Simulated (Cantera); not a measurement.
# Thermodynamics of chlorosilane synthesis and conversion, feed SiCl4 + H2

Feed: 1 mol SiCl4, 2.2 mol H2, held at 0.780 bar.

Method: chemical equilibrium by Gibbs-energy minimisation in Cantera with the NASA 1993 tables (ideal gas, pure condensed phases). Candidate condensed phases: Si; 19 gas species. The tables' values for SiCl3 are old estimates; treat these amounts as uncertain. Rates play no part.

From 773 K to 1223 K nothing is condensed. The main Si-bearing gas is SiCl4 throughout.

```json
[
 {"T (K)": "773", "x H2": "0.676", "x SiCl4": "0.301", "x HCl": "0.0114", "x SiHCl3": "0.0113", "x SiCl3": "6.12e-6"},
 {"T (K)": "823", "x H2": "0.672", "x SiCl4": "0.297", "x HCl": "0.0156", "x SiHCl3": "0.0154", "x SiCl3": "2.32e-5"},
 {"T (K)": "873", "x H2": "0.667", "x SiCl4": "0.292", "x HCl": "0.0206", "x SiHCl3": "0.0203", "x SiCl3": "7.50e-5"},
 {"T (K)": "923", "x H2": "0.661", "x SiCl4": "0.286", "x HCl": "0.0263", "x SiHCl3": "0.0256", "x SiCl3": "0.000212"},
 {"T (K)": "973", "x H2": "0.655", "x SiCl4": "0.280", "x HCl": "0.0328", "x SiHCl3": "0.0314", "x SiCl3": "0.000536"},
 {"T (K)": "1023", "x H2": "0.648", "x SiCl4": "0.273", "x HCl": "0.0400", "x SiHCl3": "0.0374", "x SiCl3": "0.00122"},
 {"T (K)": "1073", "x H2": "0.640", "x SiCl4": "0.265", "x HCl": "0.0481", "x SiHCl3": "0.0432", "x SiCl3": "0.00255"},
 {"T (K)": "1123", "x H2": "0.631", "x SiCl4": "0.256", "x HCl": "0.0576", "x SiHCl3": "0.0482", "x SiCl3": "0.00487"},
 {"T (K)": "1173", "x H2": "0.621", "x SiCl4": "0.246", "x HCl": "0.0689", "x SiHCl3": "0.0516", "x SiCl3": "0.00855"},
 {"T (K)": "1223", "x H2": "0.609", "x SiCl4": "0.233", "x HCl": "0.0830", "x SiHCl3": "0.0529", "x SiCl3": "0.0138"}
]
```
x: gas mole fraction; nothing condenses.
